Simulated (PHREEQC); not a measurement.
# Buffer: speciation

A solution holds 7.6 mmol/kgw NaHSO4, 1.1 mmol/kgw NaOH and 15 mmol/kgw NaCl, at 85 °C. Closed to the air; pH follows from the charge balance.

The numbers come from PHREEQC with the ion-association model, phreeqc.dat.

This is a speciation only: nothing precipitates in the calculation.

Task: Estimate the pH, specific conductance, ionic strength.

Result: pH 2.54; specific conductance 9920 µS/cm; ionic strength 0.0308 mol/kgw.

Task: In which forms is S present?

Result: SO4-2 54 %, HSO4- 42 %, NaSO4- 4.2 % of the S.

Away from 25 °C the constants follow the database's enthalpies or fits; those with neither stay at their 25 °C values.
